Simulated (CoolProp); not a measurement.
Vapour-liquid equilibrium of R227EA (1) + isobutane (2) at 319.9 K; x and y are mole fractions of (1).

The numbers come from the multi-fluid Helmholtz-energy mixture model, Lemmon 2016 and Bücker 2006; pair parameters Bell 2016 in CoolProp.

```json
[
 {"x": "0.05", "bubble pressure (MPa)": "…", "y at the bubble point": "…", "dew pressure at overall composition x (MPa)": "0.6608", "liquid density (mol/L)": "8.840"},
 {"x": "0.2", "bubble pressure (MPa)": "…", "y at the bubble point": "0.363", "dew pressure at overall composition x (MPa)": "0.7610", "liquid density (mol/L)": "8.448"},
 {"x": "0.35", "bubble pressure (MPa)": "0.9643", "y at the bubble point": "0.468", "dew pressure at overall composition x (MPa)": "0.8784", "liquid density (mol/L)": "8.115"},
 {"x": "0.5", "bubble pressure (MPa)": "0.9983", "y at the bubble point": "…", "dew pressure at overall composition x (MPa)": "…", "liquid density (mol/L)": "7.859"},
 {"x": "0.65", "bubble pressure (MPa)": "1.003", "y at the bubble point": "0.630", "dew pressure at overall composition x (MPa)": "1.000", "liquid density (mol/L)": "7.688"},
 {"x": "0.8", "bubble pressure (MPa)": "0.9727", "y at the bubble point": "0.741", "dew pressure at overall composition x (MPa)": "0.9465", "liquid density (mol/L)": "7.598"},
 {"x": "0.95", "bubble pressure (MPa)": "0.8874", "y at the bubble point": "0.915", "dew pressure at overall composition x (MPa)": "0.8688", "liquid density (mol/L)": "7.573"}
]
```

Problem. Fill in the missing entries.

Solution. 
- 0.05, bubble pressure (MPa): 0.7232
- 0.05, y at the bubble point: 0.147
- 0.2, bubble pressure (MPa): 0.8887
- 0.5, y at the bubble point: 0.547
- 0.5, dew pressure at overall composition x (MPa): 0.9814

y crosses x between x = 0.5 and 0.65: the model has an azeotrope there.

The pair parameters rest on a limited set of measurements; away from them the model extrapolates.
